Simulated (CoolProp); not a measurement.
Vapour-liquid equilibrium of R22 (1) + R123 (2) at 315 K; x and y are mole fractions of (1).

Values from CoolProp's multi-fluid Helmholtz-energy mixture model, Kamei 1995 and Younglove 1994; pair parameters Bell 2016.

Task: Give the bubble pressure and the first vapour's composition at x = 0.05, 0.65, 0.8. Is there an azeotrope?

Result: x = 0.05: 0.2231 MPa, y = 0.286; x = 0.65: 1.052 MPa, y = 0.925; x = 0.8: 1.275 MPa, y = 0.960. No azeotrope shows between x = 0.05 and 0.95.

Pair parameters are fitted to limited data, so mixtures are less certain than the pure fluids.
